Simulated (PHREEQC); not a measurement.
Buffer

Make-up at 25 °C: 1.6 mmol/kgw KHCO3 and 48 mmol/kgw NH3. Closed to the air; pH follows from the charge balance.

Computed with PHREEQC (ion-association model, phreeqc.dat).

Precipitation was switched off in this run.

**Question.** Estimate the pH, specific conductance.

**Answer.** pH 10.70; specific conductance 510 µS/cm.

**Question.** In which forms is N present?

**Answer.** NH3 96 %, NH4+ 3.6 % of the N.
